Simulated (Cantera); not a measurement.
**Moist CO burnout**

An isothermal, constant-pressure homogeneous reactor starts with 0.611 % CO, 0.798 % O2, 0.0108 % H2O, 98.6 % N2, equivalence ratio 0.38, at 1300 K and 0.987 atm.

Detailed kinetics in Cantera: GRI-Mech 3.0 (53 species, 325 reactions).

| t (s) | x CO | x O2 | x H2O | x OH | x CO2 | x H2O2 |
|---|---|---|---|---|---|---|
| 0.000600 | 0.00611 | 0.00798 | 0.000108 | 6.53e-11 | 6.64e-9 | <1e-12 |
| 0.00123 | 0.00611 | 0.00798 | 0.000108 | 2.43e-10 | 1.54e-8 | <1e-12 |
| 0.00253 | 0.00611 | 0.00798 | 0.000108 | 1.01e-9 | 4.49e-8 | <1e-12 |
| 0.00521 | 0.00611 | 0.00798 | 0.000108 | 6.49e-9 | 2.42e-7 | <1e-12 |
| 0.0107 | 0.00611 | 0.00798 | 0.000108 | 1.62e-7 | 5.65e-6 | 3.09e-11 |
| 0.0220 | 0.00523 | 0.00739 | 8.83e-5 | 1.16e-5 | 0.000885 | 2.27e-9 |
| 0.0452 | 0.00194 | 0.00581 | 8.97e-5 | 1.28e-5 | 0.00418 | 2.87e-9 |
| 0.0929 | 0.000545 | 0.00518 | 0.000102 | 7.43e-6 | 0.00558 | 1.27e-9 |
| 0.191 | 0.000140 | 0.00500 | 0.000106 | 3.99e-6 | 0.00599 | 3.99e-10 |
| 0.392 | 3.28e-5 | 0.00496 | 0.000108 | 2.15e-6 | 0.00610 | 1.12e-10 |
| 0.806 | 6.89e-6 | 0.00494 | 0.000108 | 1.18e-6 | 0.00612 | 3.21e-11 |
| 1.66 | 1.32e-6 | 0.00494 | 0.000108 | 6.54e-7 | 0.00613 | 9.72e-12 |
| 3.41 | 2.58e-7 | 0.00494 | 0.000109 | 3.60e-7 | 0.00613 | 2.94e-12 |
| 7.00 | 5.84e-8 | 0.00494 | 0.000109 | 2.10e-7 | 0.00613 | 1.00e-12 |
x: mole fraction; the columns are a selection and need not sum to one.

Equilibrium at this temperature and pressure: CO 1.35e-8, O2 0.00491, H2O 0.000109, OH 1.36e-7, CO2 0.00613, H2O2 <1e-12 (gas phase only).
